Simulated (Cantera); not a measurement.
A Cantera script and its output.

```python
import numpy as np
import cantera as ct

gas = ct.Solution("gri30.yaml")
gas.TPX = 1475, 2666, {'C2H6': 0.75, 'N2': 100}
reactor = ct.IdealGasConstPressureReactor(gas, energy="off", clone=False)
net = ct.ReactorNet([reactor])
net.rtol, net.atol = 1e-08, 1e-18
show = ['C2H6', 'CH2', 'CH3', 'CH4', 'C2H2']
times = np.geomspace(6e-06, 200, 13)

steps = ct.SolutionArray(gas, extra=["t"])
rows = []
print(f"{'t/s':>10s}{'T/K':>9s}{'P/Pa':>11s}" + "".join(f"{s:>11s}" for s in show))
for t in times:
    while net.time < t:
        t_next = net.step()
        steps.append(gas.state, t=t_next)
    rows.append([np.interp(t, steps.t, y) for y in (steps.T, steps.P, *steps(*show).X.T)])
    print(f"{t:10.3e}{rows[-1][0]:9.1f}{rows[-1][1]:11.4g}" + "".join(f"{x:11.3e}" for x in rows[-1][2:]))
rate = np.gradient(steps.T, steps.t)
print("integrator steps:", len(steps.t))
if steps.T.max() > steps.T[0] + 200:
    print(f"time of steepest temperature rise: {steps.t[rate.argmax()]:.4e} s")
gas.TPX = 1475, 2666, {'C2H6': 0.75, 'N2': 100}
gas.equilibrate("TP")
print(f"equilibrium (TP): T = {gas.T:.1f} K  " + "  ".join(f"{s} {gas[s].X[0]:.3e}" for s in show))
```

Result:

```
       t/s      T/K       P/Pa       C2H6        CH2        CH3        CH4       C2H2
 6.000e-06   1475.0       2666  7.442e-03  2.812e-13  4.940e-06  1.360e-09  2.881e-16
 2.541e-05   1475.0       2666  7.434e-03  2.279e-11  2.089e-05  2.438e-08  3.828e-14
 1.076e-04   1475.0       2666  7.399e-03  1.752e-09  8.787e-05  4.354e-07  7.943e-12
 4.559e-04   1475.0       2666  7.239e-03  1.233e-07  3.570e-04  7.626e-06  5.320e-09
 1.931e-03   1475.0       2666  5.926e-03  2.169e-06  1.161e-03  1.218e-04  1.395e-05
 8.179e-03   1475.0       2666  1.037e-03  3.560e-06  9.711e-04  1.038e-03  1.253e-03
 3.464e-02   1475.0       2666  1.133e-05  4.991e-07  1.500e-04  1.324e-03  5.021e-03
 1.467e-01   1475.0       2666  1.518e-06  6.557e-08  4.736e-05  1.241e-03  6.427e-03
 6.214e-01   1475.0       2666  3.423e-07  1.283e-08  1.989e-05  1.179e-03  6.724e-03
 2.632e+00   1475.0       2666  1.387e-07  5.174e-09  1.213e-05  1.104e-03  6.778e-03
 1.115e+01   1475.0       2666  9.335e-08  4.293e-09  9.981e-06  9.043e-04  6.879e-03
 4.722e+01   1475.0       2666  3.044e-08  2.687e-09  5.769e-06  4.866e-04  7.088e-03
 2.000e+02   1475.0       2666  3.099e-09  9.505e-10  1.865e-06  1.450e-04  7.259e-03
integrator steps: 1306
equilibrium (TP): T = 1475.0 K  C2H6 4.427e-13  CH2 1.027e-11  CH3 1.938e-08  CH4 1.454e-06  C2H2 7.607e-04
```

Model: GRI-Mech 3.0 (53 species, 325 reactions), integrated in Cantera. GRI-Mech 3.0 stops at C3 and has no aromatics, soot or wall deposition, so with more carbon than oxygen in the feed, carbon stays in small species such as C2H2 where larger ones or solid carbon would form. Radical loss at walls, strong at low pressure, is not modelled.
